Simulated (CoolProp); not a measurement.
R236FA at several states: density (kg/m³) from the reference equation and from simpler models built on Tc = 124.9 °C, pc = 3191 kPa, ω = 0.377; each cubic takes its own stable root.

The numbers come from the reference Helmholtz-energy equation of state, Pan 2012 in CoolProp.

```
T (°C)  p (kPa)   phase  reference
------  -------  ------  ---------
35.35      1310  liquid       1329
83.85       611     gas      35.10
103.05      548     gas      28.89
92.15      9360  liquid       1183
94.35       207     gas      10.63
```

Question: How far does each simpler model (van der Waals, Redlich-Kwong, Peng-Robinson) lie from the reference over these 5 states: mean and median of the absolute difference, and the worst?

Answer: 
- van der Waals: mean 16.0 %, median 3.2 %, worst -41.1 % at 35.35 °C and 1310 kPa
- Redlich-Kwong: mean 6.1 %, median 1.4 %, worst -15.9 % at 35.35 °C and 1310 kPa
- Peng-Robinson: mean 0.8 %, median 0.4 %, worst +1.8 % at 35.35 °C and 1310 kPa
